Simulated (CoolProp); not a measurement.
Vapour-liquid equilibrium of CF4 (R14) (1) + CHF3 (R23) (2) at 157.8 K; x and y are mole fractions of (1).

Computed with CoolProp (multi-fluid Helmholtz-energy mixture model, Platzer 1990 and Penoncello 2003; pair parameters Bell 2016). This equation is an older, rougher fit; its heat capacities, sound speeds and derivatives of the liquid may be far off and weren't checked against measurements.

```json
[
 {"x": "0.05", "bubble pressure (kPa)": "63.65", "y at the bubble point": "0.860", "dew pressure at overall composition x (kPa)": "9.569", "liquid density (mol/L)": "22.07"},
 {"x": "0.15", "bubble pressure (kPa)": "134.7", "y at the bubble point": "0.937", "dew pressure at overall composition x (kPa)": "10.69", "liquid density (mol/L)": "21.47"},
 {"x": "0.25", "bubble pressure (kPa)": "170.8", "y at the bubble point": "0.952", "dew pressure at overall composition x (kPa)": "12.11", "liquid density (mol/L)": "20.88"},
 {"x": "0.35", "bubble pressure (kPa)": "186.7", "y at the bubble point": "0.958", "dew pressure at overall composition x (kPa)": "13.96", "liquid density (mol/L)": "…"},
 {"x": "0.45", "bubble pressure (kPa)": "192.4", "y at the bubble point": "0.959", "dew pressure at overall composition x (kPa)": "16.48", "liquid density (mol/L)": "19.79"},
 {"x": "0.55", "bubble pressure (kPa)": "194.4", "y at the bubble point": "0.960", "dew pressure at overall composition x (kPa)": "20.12", "liquid density (mol/L)": "19.28"},
 {"x": "0.65", "bubble pressure (kPa)": "…", "y at the bubble point": "0.961", "dew pressure at overall composition x (kPa)": "25.80", "liquid density (mol/L)": "18.80"},
 {"x": "0.75", "bubble pressure (kPa)": "200.4", "y at the bubble point": "0.964", "dew pressure at overall composition x (kPa)": "…", "liquid density (mol/L)": "18.35"},
 {"x": "0.85", "bubble pressure (kPa)": "208.3", "y at the bubble point": "0.971", "dew pressure at overall composition x (kPa)": "59.35", "liquid density (mol/L)": "17.94"},
 {"x": "0.95", "bubble pressure (kPa)": "…", "y at the bubble point": "…", "dew pressure at overall composition x (kPa)": "164.7", "liquid density (mol/L)": "…"}
]
```

Fill in the missing entries.


- 0.35, liquid density (mol/L): 20.32
- 0.65, bubble pressure (kPa): 196.2
- 0.75, dew pressure at overall composition x (kPa): 35.97
- 0.95, bubble pressure (kPa): 220.6
- 0.95, y at the bubble point: 0.987
- 0.95, liquid density (mol/L): 17.58

No azeotrope shows between x = 0.05 and 0.95.

Pair parameters are fitted to limited data, so mixtures are less certain than the pure fluids. With so large a gap from Raoult's law the liquid may split in two, which this calculation doesn't test in full.
